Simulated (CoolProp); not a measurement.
m-xylene at several states: density (kg/m³) from the reference equation and from simpler models built on Tc = 616.9 K, pc = 3535 kPa, ω = 0.326; each cubic takes its own stable root.

The numbers come from the reference Helmholtz-energy equation of state, Zhou 2012 in CoolProp.

```
T (K)  p (kPa)   phase  reference
-----  -------  ------  ---------
330.7     9800  liquid      839.9
526.3    16600  liquid      675.2
307       1540  liquid      853.4
393.7      411  liquid      773.9
488.1     33.8     gas     0.8910
```

Task: How far does each simpler model (van der Waals, Redlich-Kwong, Soave-Redlich-Kwong) lie from the reference over these 5 states: mean and median of the absolute difference, and the worst?

Result: 
- van der Waals: mean 43.9 %, median 41.9 %, worst -98.1 % at 393.7 K and 411 kPa
- Redlich-Kwong: mean 12.4 %, median 15.5 %, worst -16.8 % at 393.7 K and 411 kPa
- Soave-Redlich-Kwong: mean 10.3 %, median 13.1 %, worst -13.9 % at 307 K and 1540 kPa

At some of these states van der Waals gives the other phase, because its saturation line lies elsewhere.
